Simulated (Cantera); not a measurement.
Charge: 1 mol SiCl4, 0.78 mol Cl2, 0.84 mol H2, held at 1580 Torr.

Cantera equilibrium calculation (NASA polynomials, part measured and part estimated; ideal gas, pure solids and liquids). Candidate condensed phases: Si; 19 gas species. The tables' values for SiCl3 are old estimates; treat these amounts as uncertain. Equilibrium is a limit: real reactors are often held back by kinetics, nucleation or transport. All values below are at 1048 K.

Base state: HCl 0.596, SiCl4 0.382, H2 0.0227, SiHCl3 0.000149, SiCl3 2.14e-5 (mole fractions); condensed: gas only.

Problem. What changes in the equilibrium state with this change: 0.1 mol HF added?

Solution. 
```tsv
species	before	after
HCl	0.596	0.610
SiCl4	0.382	0.358
H2	0.0227	0.0219
SiF4	0	0.00911
HF	0	0.000334
SiHCl3	0.000149	0.000132
SiCl3	2.14e-5	1.92e-5
```

Problem. What changes in the equilibrium state with this change: 1.2 mol NH3 added?

Solution. 
| species | before | after |
|---|---|---|
| HCl | 0.596 | 0.356 |
| H2 | 0.0227 | 0.345 |
| SiCl4 | 0.382 | 0.186 |
| N2 | 0 | 0.112 |
| NH3 | 0 | 6.11e-5 |
| SiHCl3 | 0.000149 | 0.00184 |
| SiCl3 | 2.14e-5 | 6.78e-5 |
| Si3N4(s), mol | 0 | 0.0185 |
Further candidate phases: NH4Cl, Si3N4.
